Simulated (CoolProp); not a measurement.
A simple Rankine cycle with R236FA: condensing at 315.15 K, boiler at 2.67 MPa, turbine inlet 393.9 K, turbine efficiency 0.65, pump efficiency 0.8, no recuperator. Each further row changes one setting.

The numbers come from the reference Helmholtz-energy equation of state, Pan 2012 in CoolProp.

```
case                             thermal efficiency (%)  net work (kJ/kg)  heat in (kJ/kg)  turbine exit temperature (K)  volume ratio over the turbine
-------------------------------  ----------------------  ----------------  ---------------  ----------------------------  -----------------------------
as stated                                           8.5              14.7              174                         340.8                           8.10
condensing temperature 307.15 K                     9.4              17.2              184                         336.4                           10.4
boiler pressure 1.87 MPa                            7.4              14.2              193                         360.7                           4.60
turbine efficiency 0.55                             7.0              12.2              174                         343.5                           8.19
```
